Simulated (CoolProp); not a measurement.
Vapour-liquid equilibrium of R134a (1) + R152A (2) at 1.47 MPa; x and y are mole fractions of (1).

Values from CoolProp's multi-fluid Helmholtz-energy mixture model, Tillner-Roth 1994 and Outcalt 1996; pair parameters Lemmon 2004.

| x | bubble temperature (°C) | y at the bubble point | dew temperature at overall composition x (°C) | liquid density (mol/L) |
|---|---|---|---|---|
| 0.05 | 59.0 | 0.052 | 59.0 | 12.04 |
| 0.15 | 58.7 | 0.156 | 58.7 | 11.83 |
| 0.25 | 58.4 | … | 58.4 | … |
| 0.35 | 58.0 | 0.365 | … | 11.47 |
| 0.45 | 57.6 | 0.468 | 57.6 | 11.31 |
| 0.55 | 57.1 | 0.570 | 57.2 | 11.16 |
| 0.65 | 56.6 | 0.670 | 56.7 | 11.01 |
| 0.75 | 56.0 | 0.768 | 56.1 | 10.88 |
| 0.85 | 55.4 | 0.863 | 55.5 | 10.76 |
| 0.95 | 54.7 | 0.955 | 54.8 | 10.65 |

**Question.** Complete the blanks.

**Answer.** 
- 0.25, y at the bubble point: 0.261
- 0.25, liquid density (mol/L): 11.65
- 0.35, dew temperature at overall composition x (°C): 58.1

No azeotrope shows between x = 0.05 and 0.95.

The pair parameters rest on a limited set of measurements; away from them the model extrapolates.
